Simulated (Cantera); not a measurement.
Feed: 1 mol Si, 1.4 mol HCl, equilibrated at 775 K and 10.0 mbar.

Equilibrium computed with Cantera from the NASA thermochemical tables; the gas is ideal and each condensed phase is pure. Candidate condensed phases: Si; 19 gas species. The tables' values for SiCl₃ are old estimates; treat these amounts as uncertain. The numbers say what is thermodynamically allowed, not how fast it happens.

Question: What is the equilibrium state?

Answer: 
* **x(H₂)**: 0.652
* **x(SiCl₄)**: 0.307
* **x(SiHCl₃)**: 0.0377
* **x(HCl)**: 0.00343
* **x(SiH₂Cl₂)**: 0.000357
* **x(SiCl₃)**: 0.000192
* **x(SiCl₂)**: 1.71e-5
* **n(Si(s))**: 0.641 mol
* **gas amount**: 1.041 mol
